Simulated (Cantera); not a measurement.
AlCl₃ + N₂O + N₂ (aluminium nitride and oxide growth)

Input: 1 mol AlCl₃, 9 mol N₂O, 10 mol N₂, at 1.00 Torr.

Method: chemical equilibrium by Gibbs-energy minimisation in Cantera with the NASA 1993 tables (ideal gas, pure condensed phases). Candidate condensed phases: Al, AlCl₃, AlN, Al₂O₃; 24 gas species. The numbers say what is thermodynamically allowed, not how fast it happens.

| T (°C) | x N₂ | x O₂ | x Cl | x Cl₂ | n Al₂O₃(s) |
|---|---|---|---|---|---|
| 1000 | 0.764 | 0.151 | 0.0499 | 0.0353 | 0.500 |
| 1050 | 0.757 | 0.149 | 0.0672 | 0.0262 | 0.500 |
| 1100 | 0.751 | 0.148 | 0.0834 | 0.0175 | 0.500 |
| 1150 | 0.745 | 0.147 | 0.0962 | 0.0108 | 0.500 |
| 1200 | 0.742 | 0.146 | 0.105 | 0.00621 | 0.500 |
| 1250 | 0.740 | 0.146 | 0.110 | 0.00348 | 0.500 |
| 1300 | 0.739 | 0.145 | 0.113 | 0.00195 | 0.500 |
| 1350 | 0.738 | 0.145 | 0.114 | 0.00110 | 0.500 |
| 1400 | 0.737 | 0.144 | 0.115 | 0.000640 | 0.500 |
| 1450 | 0.737 | 0.144 | 0.116 | 0.000381 | 0.500 |
| 1500 | 0.736 | 0.144 | 0.116 | 0.000232 | 0.500 |
| 1550 | 0.736 | 0.143 | 0.116 | 0.000145 | 0.500 |
| 1600 | 0.735 | 0.142 | 0.116 | 9.31e-5 | 0.500 |
x: gas mole fraction; n: condensed amount in mol.

From 1000 °C to 1600 °C the condensed part is Al₂O₃(s). The main Al-bearing gas is AlCl₃ at 1000 °C and AlOCl at 1600 °C.
